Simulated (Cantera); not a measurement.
An adiabatic, constant-pressure homogeneous reactor starts with CH4 : O2 : N2 = 0.47 : 1.33 : 10.4 (molar parts), equivalence ratio 0.71, at 1425 K and 4.84 atm.

Cantera simulation using GRI-Mech 3.0 (53 species, 325 reactions); the numbers are that mechanism's predictions, not measurements.

Predict: time of steepest temperature rise; temperature at 3.00 s; equilibrium temperature; x(O2) at 3.00 s; x(CO) at 3.00 s.


- time of steepest temperature rise: 1.26 ms
- temperature at 3.00 s: 2218 K
- equilibrium temperature: 2218 K
- x(O2) at 3.00 s: 0.0293 (gas-phase equilibrium 0.0293)
- x(CO) at 3.00 s: 0.000685 (gas-phase equilibrium 0.000685)
